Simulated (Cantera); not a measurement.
Input: 1 mol SiH2Cl2, 0.15 mol HCl, 2.9 mol H2, at 948.15 K and 0.350 bar.

Cantera equilibrium calculation (NASA polynomials, part measured and part estimated; ideal gas, pure solids and liquids). Candidate condensed phases: Si; 19 gas species. The tables' values for SiCl3 are old estimates; treat these amounts as uncertain. Rates play no part.

Task: What is the equilibrium state?

Result: x(H2): 0.863
x(SiCl4): 0.0877
x(SiHCl3): 0.0384
x(HCl): 0.00889
x(SiH2Cl2): 0.00170
x(SiCl3): 0.000601
x(SiCl2): 0.000139
x(SiH3Cl): 1.88e-5
n(Si(s)): 0.425 mol
gas amount: 4.477 mol
